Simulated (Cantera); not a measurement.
Charge: 1 mol TiO2, 0.013 mol Cl2, 0.029 mol O2, equilibrated at 1223 K and 338 Torr.

These are equilibrium values from Cantera (NASA tables, ideal gas, pure condensed phases), not measurements of a reactor. Candidate condensed phases: Ti, TiCl2, TiCl3, TiCl4, TiO, TiO2, Ti2O3, Ti3O5, Ti4O7; 15 gas species. Rates play no part.

Base state: O2 0.689, Cl2 0.306, Cl 0.00493, ClO 0.000103 (mole fractions); condensed: TiO2(rutile).

Question: What changes in the equilibrium state with this change: temperature from 1223 K to 1173.15 K?

Answer: 
```tsv
species	before	after
O2	0.689	0.689
Cl2	0.306	0.308
Cl	0.00493	0.00293
ClO	0.000103	6.78e-5
TiO2(rutile), mol	1.00	1.00
```
Condensed phases not in the tables: TiOCl.

Question: What changes in the equilibrium state with this change: TiO2 replaced by AlN?

Answer: 
| species | before | after |
|---|---|---|
| N2 | 0 | 0.732 |
| AlCl3 | 0 | 0.268 |
| Al2Cl6 | 0 | 0.000267 |
| O2 | 0.689 | <1e-9 |
| Cl2 | 0.306 | <1e-9 |
| ClO | 0.000103 | <1e-9 |
| AlCl2 | 0 | 8.45e-5 |
| Cl | 0.00493 | 9.70e-8 |
| TiO2(rutile), mol | 1.00 | 0 |
| AlN(s), mol | 0 | 0.953 |
| Al2O3(s), mol | 0 | 0.0193 |
Mutual solubility and eutectic melting of coexisting phases are not modelled. The tables' values for AlCl2 are old estimates; treat these amounts as uncertain. Further candidate phases: Al, AlCl3, AlN, Al2O3.

Question: What changes in the equilibrium state with this change: temperature from 1223 K to 1498.15 K?

Answer: 
```tsv
species	before	after
O2	0.689	0.675
Cl2	0.306	0.279
Cl	0.00493	0.0455
TiCl4	3.58e-6	7.12e-5
ClO	0.000103	0.000617
TiO2(rutile), mol	1.00	1.000
```
